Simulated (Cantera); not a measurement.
Input: 1 mol Cr2O3, 26 mol H2, at 65.0 Pa.

Equilibrium computed with Cantera from the NASA thermochemical tables; the gas is ideal and each condensed phase is pure. Candidate condensed phases: Cr, Cr2O3, H2O; 13 gas species. The numbers say what is thermodynamically allowed, not how fast it happens.

Which condensed phases are stable at each of these points (T (K)): 1600, 1675, 1750, 1825, 1900, 1975, 2050?


```json
[
 {"T (K)": "1600", "condensed phases": "Cr2O3(s)", "Cr condensed (%)": "96.6"},
 {"T (K)": "1675", "condensed phases": "Cr2O3(s)", "Cr condensed (%)": "92.6"},
 {"T (K)": "1750", "condensed phases": "Cr2O3(s)", "Cr condensed (%)": "85.2"},
 {"T (K)": "1825", "condensed phases": "Cr2O3(s)", "Cr condensed (%)": "72.0"},
 {"T (K)": "1900", "condensed phases": "Cr2O3(s)", "Cr condensed (%)": "49.4"},
 {"T (K)": "1975", "condensed phases": "Cr2O3(s)", "Cr condensed (%)": "12.0"},
 {"T (K)": "2050", "condensed phases": "gas only", "Cr condensed (%)": "0.0"}
]
```

From 1600 K to 1975 K the condensed part is Cr2O3(s). At 2050 K nothing is condensed.
